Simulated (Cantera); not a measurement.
**Equilibrium for boron, boron nitride and boron oxide: B + H2O**

Feed: 1 mol B, 0.55 mol H2O, equilibrated at 1525 °C and 14.0 Pa.

These are equilibrium values from Cantera (NASA tables, ideal gas, pure condensed phases), not measurements of a reactor. Candidate condensed phases: B, B2O3, B3O3H3, H2O; 23 gas species. The tables' values for BH2 are old estimates; treat these amounts as uncertain. Rates play no part.

| Quantity | Result |
|---|---|
| x(H2) | 0.534 |
| x(B2O2) | 0.172 |
| x(HBO) | 0.155 |
| x(BO) | 0.113 |
| x(H) | 0.0217 |
| x(B2O3) | 0.00275 |
| x(B2O) | 0.000932 |
| x(HBO2) | 0.000328 |
| x(BH2) | 6.85e-5 |
| n(B(s)) | 0.452 mol |
| gas amount | 0.8836 mol |
| log10 activity of B3O3H3(s) (absent) | -16.26 |
